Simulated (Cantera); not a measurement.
An adiabatic, constant-volume homogeneous reactor starts with CH4 : C2H6 : C3H8 : O2 : N2 = 1 : 0.074 : 0.087 : 4.81 : 18.1 (molar parts), equivalence ratio 0.56, at 1475 K and 0.454 atm.

Cantera simulation using GRI-Mech 3.0 (53 species, 325 reactions); the numbers are that mechanism's predictions, not measurements.

One state of this run: T (K) = 2617; P (bar) = 0.835; x CH4 = <1e-12; x C2H6 = <1e-12; x C3H8 = <1e-12; x HCO = 3.17e-9; x C2H4 = <1e-12. x: mole fraction; the columns are a selection and need not sum to one.

Problem. Which value of t (s) does it belong to?
A. 3.00e-6
B. 1.02e-5
C. 0.00133
D. 0.000116

Solution. C, 0.00133
